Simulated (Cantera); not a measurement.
Silicon nitride deposition: SiH4 + NH3

A closed system holds: 1 mol SiH4, 0.75 mol NH3, equilibrated at 1250 K and 100 Torr.

Method: chemical equilibrium by Gibbs-energy minimisation in Cantera with the NASA 1993 tables (ideal gas, pure condensed phases). Candidate condensed phases: Si, Si3N4; 18 gas species. Mutual solubility and eutectic melting of coexisting phases are not modelled. The numbers say what is thermodynamically allowed, not how fast it happens.

| Item | Result |
|---|---|
| x(H2) | 1.000 |
| x(H) | 1.32e-6 |
| n(Si(s)) | 0.438 mol |
| n(Si3N4(s)) | 0.187 mol |
| gas amount | 3.125 mol |
